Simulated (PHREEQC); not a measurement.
Make-up at 25 °C: 0.98 mmol/kgw H2SO4, 16.8 mmol/kgw AlCl3 and 0.0072 mmol/kgw KCl. It is in equilibrium with CO2 at log p = -3.5 (atm). Otherwise closed; pH follows from the charge balance.

Model: ion-association model, phreeqc.dat, run in PHREEQC.

This is a speciation only: nothing precipitates in the calculation.

Task: Predict the pH, density.

Result: pH 2.78; density 0.999 g/cm³.

Task: In which forms is Al present?

Result: Al+3 95 %, AlSO4+ 4.7 % of the Al.

Species that the database lacks are ignored.
